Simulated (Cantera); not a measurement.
Charge: 1 mol CH₄, 4.7 mol CO₂, 3.6 mol H₂, at 1.00 Torr.

Equilibrium computed with Cantera from the NASA thermochemical tables; the gas is ideal and each condensed phase is pure. Candidate condensed phases: C, C₆H₆, C₇H₈, C₈H₁₈, H₂O; 110 gas species. Equilibrium is a limit: real reactors are often held back by kinetics, nucleation or transport.

Which condensed phases are stable at each of these points (T (K)): 650, 850, 1050, 1250, 1450, 1650, 1850, 2050, 2250, 2450, 2650?


```
T (K)  condensed phases  C condensed (%)
-----  ----------------  ---------------
650         C(graphite)             19.7
850            gas only              0.0
1050           gas only              0.0
1250           gas only              0.0
1450           gas only              0.0
1650           gas only              0.0
1850           gas only              0.0
2050           gas only              0.0
2250           gas only              0.0
2450           gas only              0.0
2650           gas only              0.0
```

At 650 K the condensed part is C(graphite). From 850 K to 2650 K nothing is condensed.
